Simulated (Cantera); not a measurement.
An adiabatic, constant-volume homogeneous reactor starts with 3.99 % C2H4, 16.6 % O2, 62.6 % N2, 16.8 % H2O, equivalence ratio 0.72, at 1248 K and 340000 Pa.

Computed with Cantera and GRI-Mech 3.0 (53 species, 325 reactions). GRI-Mech 3.0 was tuned for natural gas; its chemistry of ethylene as a main component is partial and can be far from experiment.

One state of this run: T (K) = 2640; P (bar) = 7.28; x C2H4 = <1e-12; x O2 = 0.0481; x H2O = 0.232; x N2O = 1.43e-6; x CH2O = 1.16e-10; x CH2 = <1e-12; x H = 0.00113. x: mole fraction; the columns are a selection and need not sum to one.

Task: Which value of t (s) does it belong to?
A) 0.000153
B) 0.000343
C) 6.00e-6
D) 1.35e-5

Result: B, 0.000343
